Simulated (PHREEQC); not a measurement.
0.013 g of hydrous ferric oxide (600 m²/g; 0.2 weak and 0.005 strong sites per Fe, Dzombak-Morel constants, diffuse double layer) in 1 kg of water with 0.05 mol/kgw of an inert sodium salt and 6e-06 mol NaF, at 25 °C; the pH is set by adding NaOH or the inert anion's acid. Oxygen alone is held at its pressure in air (log pO2 = -0.68). No CO2 enters from the air. Precipitation was switched off in this run.

Equilibrium calculation in PHREEQC: ion-association model, wateq4f.dat.

Problem. Predict surface charge σ (C/m²), surface potential ψ (mV) at pH = 3.67, 9, 11.

Solution. 
```csv
pH,surface charge σ (C/m²),surface potential ψ (mV)
3.67,0.310,162
9,-0.026,-45
11,-0.158,-128
```

The oxide is taken as insoluble; below pH 4 it would dissolve.
